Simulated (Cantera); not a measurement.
An adiabatic, constant-pressure homogeneous reactor starts with 5.77 % CH4, 0.254 % C2H6, 10.3 % O2, 83.7 % N2, at 1400 K and 4800 Torr.

Cantera simulation using GRI-Mech 3.0 (53 species, 325 reactions); the numbers are that mechanism's predictions, not measurements.

x: mole fraction; the columns are a selection and need not sum to one.

```
t (s)     T (K)   x CH4   x C2H6     x O2  x C2H4     x N2O
--------  -----  ------  -------  -------  ------  --------
4.00e-6    1400  0.0577  0.00254    0.103       …    <1e-12
1.46e-5    1400  0.0577  0.00253    0.103       …  9.65e-12
5.31e-5    1400  0.0576  0.00251    0.103       …  1.60e-10
0.000193   1402  0.0571  0.00246    0.103       …   1.44e-9
0.000705   1462  0.0469  0.00206   0.0940       …   2.66e-8
0.00257    2380  <1e-12   <1e-12  8.91e-5  <1e-12   4.94e-8
0.00935    2379  <1e-12   <1e-12  8.73e-5  <1e-12   5.11e-8
0.0341     2378  <1e-12   <1e-12  8.57e-5  <1e-12   5.40e-8
0.124      2378  <1e-12   <1e-12  8.57e-5  <1e-12   5.41e-8
0.452      2378  <1e-12   <1e-12  8.57e-5  <1e-12   5.41e-8
1.65       2378  <1e-12   <1e-12  8.57e-5  <1e-12   5.41e-8
6.00       2378  <1e-12   <1e-12  8.57e-5  <1e-12   5.41e-8
```

**Question.** Some entries are withheld; supply them.

**Answer.** 
- 4.00e-6, x C2H4: 8.96e-8
- 1.46e-5, x C2H4: 1.26e-6
- 5.31e-5, x C2H4: 1.90e-5
- 0.000193, x C2H4: 0.000169
- 0.000705, x C2H4: 0.00220
